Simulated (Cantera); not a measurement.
Charge: 1 mol PbO, 9.8 mol H2, held at 0.960 bar.

Equilibrium computed with Cantera from the NASA thermochemical tables; the gas is ideal and each condensed phase is pure. Candidate condensed phases: H2O, Pb, PbO, PbO2, Pb3O4; 12 gas species. Equilibrium is a limit: real reactors are often held back by kinetics, nucleation or transport.

x: gas mole fraction; n: condensed amount in mol.

```
T (K)   x H2  x H2O  x Pb  n Pb(s)  n Pb(l)
-----  -----  -----  ----  -------  -------
600    0.898  0.102     ?     1.00        0
625    0.898  0.102     ?        0     1.00
650    0.898  0.102     ?        0     1.00
675    0.898  0.102     ?        0     1.00
700    0.898  0.102     ?        0     1.00
725    0.898  0.102     ?        0     1.00
750    0.898  0.102     ?        0     1.00
775    0.898  0.102     ?        0     1.00
800    0.898  0.102     ?        0    1.000
825    0.898  0.102     ?        0    1.000
850    0.898  0.102     ?        0    1.000
875    0.898  0.102     ?        0    1.000
900    0.898  0.102     ?        0    1.000
```

Question: Complete the blanks.

Answer: 
- 600, x Pb: 5.37e-12
- 625, x Pb: 2.43e-11
- 650, x Pb: 9.75e-11
- 675, x Pb: 3.52e-10
- 700, x Pb: 1.16e-9
- 725, x Pb: 3.51e-9
- 750, x Pb: 9.87e-9
- 775, x Pb: 2.59e-8
- 800, x Pb: 6.40e-8
- 825, x Pb: 1.49e-7
- 850, x Pb: 3.32e-7
- 875, x Pb: 7.02e-7
- 900, x Pb: 1.43e-6
